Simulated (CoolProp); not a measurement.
Toluene along the isotherm 620 K: density (kg/m³) from the reference equation and from simpler models built on Tc = 591.7 K, pc = 4.126 MPa, ω = 0.266; each cubic takes its own stable root.

Values from CoolProp's reference Helmholtz-energy equation of state, Lemmon 2006. It is a short technical equation, of lower accuracy than the large ones.

```tsv
p (MPa)	phase	reference
0.172	gas	3.115
0.344	gas	6.317
0.516	gas	9.609
0.688	gas	13.00
0.86	gas	16.49
1.03	gas	20.06
1.2	gas	23.74
1.38	gas	27.78
1.55	gas	31.73
1.72	gas	35.83
1.89	gas	40.10
2.06	gas	44.54
```

Problem. How far does each simpler model (ideal gas, van der Waals, Redlich-Kwong, Soave-Redlich-Kwong, Peng-Robinson) lie from the reference over these 12 states: mean and median of the absolute difference, and the worst?

Solution. 
- ideal gas: mean 9.1 %, median 8.9 %, worst -17.3 % at 620 K and 2.06 MPa
- van der Waals: mean 1.4 %, median 1.4 %, worst -2.7 % at 620 K and 2.06 MPa
- Redlich-Kwong: mean 0.5 %, median 0.5 %, worst -1.0 % at 620 K and 2.06 MPa
- Soave-Redlich-Kwong: mean 0.8 %, median 0.8 %, worst -1.6 % at 620 K and 2.06 MPa
- Peng-Robinson: mean 0.3 %, median 0.3 %, worst +0.4 % at 620 K and 2.06 MPa
